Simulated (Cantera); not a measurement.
A closed system holds: 1 mol C2F6, 0.059 mol H2, equilibrated at 675 K and 31.0 Pa.

These are equilibrium values from Cantera (NASA tables, ideal gas, pure condensed phases), not measurements of a reactor. Candidate condensed phases: C, C6H6, C7H8, C8H18; 95 gas species. The feed counts by its element totals alone. Condensed phases not in the tables: fluorocarbon polymer. Gases not in the tables: C2F6 and larger saturated fluorocarbons. Equilibrium is a limit: real reactors are often held back by kinetics, nucleation or transport.

Base state: CF4 0.926, HF 0.0743 (mole fractions); condensed: C(graphite).

Question: What changes in the equilibrium state with this change: temperature from 675 K to 2498 K?

Answer: 
| species | before | after |
|---|---|---|
| F | <1e-9 | 0.918 |
| CF2 | <1e-9 | 0.0301 |
| CF | <1e-9 | 0.0298 |
| CF4 | 0.926 | 3.21e-6 |
| HF | 0.0743 | 0.0201 |
| C3 | <1e-9 | 0.00155 |
| C | <1e-9 | 0.000522 |
| C2 | <1e-9 | 0.000143 |
| H | <1e-9 | 9.13e-5 |
| CF3 | <1e-9 | 2.43e-5 |
| C(graphite), mol | 0.529 | 1.62 |

Question: What changes in the equilibrium state with this change: 0.012 mol CH4 added?

Answer: 
```tsv
species	before	after
CF4	0.926	0.898
HF	0.0743	0.102
C(graphite), mol	0.529	0.553
```
